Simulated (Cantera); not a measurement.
## Thermodynamics of silicon epitaxy and polysilicon growth, feed SiCl₄ + H₂

Feed: 1 mol SiCl₄, 180 mol H₂, held at 1.00 bar.

Equilibrium computed with Cantera from the NASA thermochemical tables; the gas is ideal and each condensed phase is pure. Candidate condensed phases: Si; 19 gas species. The tables' values for SiCl₃ are old estimates; treat these amounts as uncertain. Equilibrium is a limit: real reactors are often held back by kinetics, nucleation or transport.

At 948 K nothing is condensed. From 998 K to 1448 K the condensed part is Si(s). The main Si-bearing gas is SiHCl₃ at 948 K and SiCl₂ at 1448 K. The share of Si in condensed phases is highest at 1448 K (74.7 %) and lowest at 948 K (0.0 %).

```tsv
T (K)	x H₂	x HCl	x SiHCl₃	x SiCl₄	x SiCl₂	x SiH₂Cl₂	n Si(s)
948	0.991	0.00362	0.00283	0.00229	8.80e-6	0.000354	0
998	0.990	0.00439	0.00296	0.00190	3.30e-5	0.000498	0.0113
1048	0.989	0.00634	0.00261	0.00164	7.57e-5	0.000473	0.112
1098	0.987	0.00867	0.00219	0.00132	0.000155	0.000433	0.232
1148	0.985	0.0112	0.00171	0.000972	0.000280	0.000378	0.361
1198	0.983	0.0137	0.00123	0.000638	0.000449	0.000311	0.485
1248	0.982	0.0158	0.000807	0.000369	0.000638	0.000240	0.590
1298	0.981	0.0173	0.000484	0.000189	0.000813	0.000174	0.665
1348	0.980	0.0183	0.000274	8.99e-5	0.000954	0.000122	0.711
1398	0.980	0.0188	0.000152	4.14e-5	0.00106	8.36e-5	0.736
1448	0.980	0.0190	8.45e-5	1.92e-5	0.00114	5.75e-5	0.747
```
x: gas mole fraction; n: condensed amount in mol.
